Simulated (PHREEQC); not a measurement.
A solution holds 0.12 mol/kgw Sr(NO3)2, at 25 °C. Closed to the air; pH follows from the charge balance.

Equilibrium calculation in PHREEQC: ion-association model, wateq4f.dat.

No solid was allowed to form.

**Question.** Estimate the activity of water.

**Answer.** activity of water 0.994.

Complexes and solids missing from the database can't appear.
